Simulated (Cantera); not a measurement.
Input: 1 mol HMDSO, 2.6 mol CO₂, 87 mol N₂, held at 723.15 K.

Method: chemical equilibrium by Gibbs-energy minimisation in Cantera with the NASA 1993 tables (ideal gas, pure condensed phases). Candidate condensed phases: C, C₆H₆, C₇H₈, C₈H₁₈, H₂O, Si, SiC, SiO₂, Si₂N₂O, Si₃N₄; 151 gas species. The feed counts by its element totals alone. Kinetics and transport are ignored.

At 18.0 Torr, list the 4 most abundant gas species with their mole fractions, and the condensed phases.

N₂ 0.894, H₂ 0.0862, CO 0.0103, H₂O 0.00435. Condensed: C(graphite) + SiO₂(α-quartz).
